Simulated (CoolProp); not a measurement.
The fluid at 298.15 K and 2.12 MPa is throttled through a valve to 1.33 MPa with no heat exchange. The same conditions are run with several fluids, on thermodynamics alone (safety and materials aside).

Model: reference Helmholtz-energy equation of state of each fluid (dimethyl carbonate: Zhou 2011; chlorine: Thol 2021; cis-2-butene: Lemmon 2005; R21: Platzer 1990; n-nonane: Lemmon 2006), in CoolProp. The equations of Platzer and Polt are older, rougher fits.

```json
[
 {"fluid": "dimethyl carbonate", "temperature change (K)": "+0.3", "final density (kg/m³)": "1060"},
 {"fluid": "chlorine", "temperature change (K)": "+0.2", "final density (kg/m³)": "1390"},
 {"fluid": "cis-2-butene", "temperature change (K)": "+0.2", "final density (kg/m³)": "617"},
 {"fluid": "R21", "temperature change (K)": "+0.3", "final density (kg/m³)": "1370"},
 {"fluid": "n-nonane", "temperature change (K)": "+0.3", "final density (kg/m³)": "715"}
]
```
